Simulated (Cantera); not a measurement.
Input: 1 mol PbO, 0.2 mol O₂, 8.8 mol N₂, at 31.0 Pa.

These are equilibrium values from Cantera (NASA tables, ideal gas, pure condensed phases), not measurements of a reactor. Candidate condensed phases: Pb, PbO, PbO₂, Pb₃O₄; 12 gas species. Equilibrium is a limit: real reactors are often held back by kinetics, nucleation or transport.

Q: Which condensed phases are stable at each of these points (T (K)): 550, 625, 700, 775, 850, 925, 1000, 1075, 1150, 1225?

A: 
```tsv
T (K)	condensed phases	Pb condensed (%)
550	PbO(red)	100.0
625	PbO(red)	100.0
700	PbO(red)	100.0
775	PbO(yellow)	100.0
850	PbO(yellow)	100.0
925	PbO(yellow)	99.9
1000	PbO(yellow)	99.1
1075	PbO(yellow)	90.6
1150	PbO(yellow)	21.9
1225	gas only	0.0
```

From 550 K to 700 K the condensed part is PbO(red). From 775 K to 1150 K the condensed part is PbO(yellow). At 1225 K nothing is condensed.
